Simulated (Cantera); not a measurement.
Input (Python, Cantera) and output of one run.

```python
import numpy as np
import cantera as ct

gas_names = [...]  # 99 gases of nasa_gas.yaml made of C, H, Si
cond_names = """
    C(gr) C6H6(L) C7H8(L) C8H18(L),n-octa Si(cr) Si(L) SiC(b)
""".split()


# ... load() reads the species with a 1 bar reference pressure and builds the phases ...
atoms = {
    'SiC': {'Si': 1, 'C': 1},
    'C': {'C': 1},
    'H2': {'H': 2},
}
top_T = {'C(gr)': 4500, 'SiC(b)': 3050}  # K; cautious upper limits of use, not melting points


# ... equilibrate(T, P, feed) seeds the gas with the atoms and calls Mixture.equilibrate('TP', solver="vcs", rtol=1e-11, max_steps=5000) ...
results = []
feed = {'SiC': 1, 'C': 0.035, 'H2': 5.5}  # mol
P = 26000  # Pa
for T in [2000, 2500, 3000, 3500, 4000, 4500, 5000]:
    mix = equilibrate(T, P, feed)
    results.append((T, P, feed, dict(zip(mix.species_names, mix.species_moles))))
    x = sorted(zip(gas.X, gas.species_names), reverse=True)
    print(f"T = {T:g} K  P = {P:g} Pa  gas = {mix.phase_moles(0):.4g} mol")
    print("   x: " + "  ".join(f"{s} {v:.3e}" for v, s in x if v > 0.001))
    print("   condensed (mol): " + ("  ".join(f"{mix.phase(i).name} {mix.phase_moles(i):.4g}"
          for i in range(1, mix.n_phases) if mix.phase_moles(i) > 1e-12) or "none"))
```

Result:

```
T = 2000 K  P = 26000 Pa  gas = 5.508 mol
   x: H2 9.959e-01  H 3.183e-03
   condensed (mol): C(gr) 0.02601  SiC(b) 0.9999
T = 2500 K  P = 26000 Pa  gas = 5.679 mol
   x: H2 9.376e-01  H 4.774e-02  C2H2,acetylene 6.277e-03  Si 5.561e-03
   condensed (mol): SiC(b) 0.948
T = 3000 K  P = 26000 Pa  gas = 7.315 mol
   x: H2 6.041e-01  H 2.407e-01  Si 7.598e-02  SiC2 4.001e-02  C2H2,acetylene 2.346e-02  Si2C 7.171e-03  SiH 4.205e-03  C2H 1.606e-03
   condensed (mol): none
T = 3500 K  P = 26000 Pa  gas = 9.484 mol
   x: H 5.986e-01  H2 2.671e-01  Si 7.855e-02  SiC2 2.337e-02  C2H2,acetylene 8.974e-03  C3 6.959e-03  C2H 6.331e-03  C 4.519e-03  C2 1.971e-03  SiH 1.818e-03
   condensed (mol): none
T = 4000 K  P = 26000 Pa  gas = 11.76 mol
   x: H 7.985e-01  Si 7.889e-02  H2 6.524e-02  C 3.175e-02  C3 7.564e-03  C2 7.002e-03  SiC2 4.767e-03  C2H 3.697e-03
   condensed (mol): none
T = 4500 K  P = 26000 Pa  gas = 12.74 mol
   x: H 8.321e-01  Si 7.734e-02  C 6.822e-02  H2 1.506e-02  C2 4.164e-03
   condensed (mol): none
T = 5000 K  P = 26000 Pa  gas = 12.97 mol
   x: H 8.388e-01  C 7.728e-02  Si 7.578e-02  H2 4.423e-03  Electron 1.118e-03  Si+ 1.118e-03  C2 1.035e-03
   condensed (mol): none
```

Equilibrium computed with Cantera from the NASA thermochemical tables; the gas is ideal and each condensed phase is pure. Gases not in the tables: Si2H6 and higher silanes.
